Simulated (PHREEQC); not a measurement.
Solution (25 °C): 0.088 mol/kgw KH2PO4 and 0.072 mol/kgw HCl. Closed to the air; pH follows from the charge balance.

Model: ion-association model, wateq4f.dat, run in PHREEQC.

Each row changes one thing in this solution. No solid was allowed to form.

```csv
case,pH,ionic strength (mol/kgw)
as made,1.84,0.105
0.019 mol/kgw H2SeO3 added,1.81,0.107
KH2PO4 from 0.088 to 0.0088 mol/kgw,1.27,0.0732
temperature from 25 to 50 °C,1.91,0.103
HCl from 0.072 to 0.0072 mol/kgw,3.17,0.0888
0.032 mol/kgw HBr added,1.53,0.124
HCl from 0.072 to 0.36 mol/kgw,0.67,0.364
KH2PO4 replaced by KHF2 at the same molality,2.27,0.0944
temperature from 25 to 90 °C,2.00,0.101
```

Species that the database lacks are ignored. H3PO4, which wateq4f.dat lacks, is added to it with the constant of phreeqc.dat. At this temperature some constants are extrapolated from 25 °C, and those without enthalpy data are left unchanged.
